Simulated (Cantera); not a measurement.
Charge: 1 mol SiC, 0.1 mol CO2, 34 mol H2, at 1075 K and 2.20 mbar.

Cantera equilibrium calculation (NASA polynomials, part measured and part estimated; ideal gas, pure solids and liquids). Candidate condensed phases: C, C6H6, C7H8, C8H18, H2O, Si, SiC, SiO2; 123 gas species. Mutual solubility and eutectic melting of coexisting phases are not modelled. Equilibrium is a limit: real reactors are often held back by kinetics, nucleation or transport.

What is the equilibrium state?


```
Property                              Result
--------------------------------  ----------
x(H2)                                  0.999
x(CO)                               0.000726
x(CH4)                               9.91e-5
n(C(graphite))                     0.160 mol
n(SiC(s))                          0.912 mol
n(SiO2(β-quartz))                 0.0876 mol
gas amount                         34.02 mol
log10 activity of Si(s) (absent)       -3.14
```
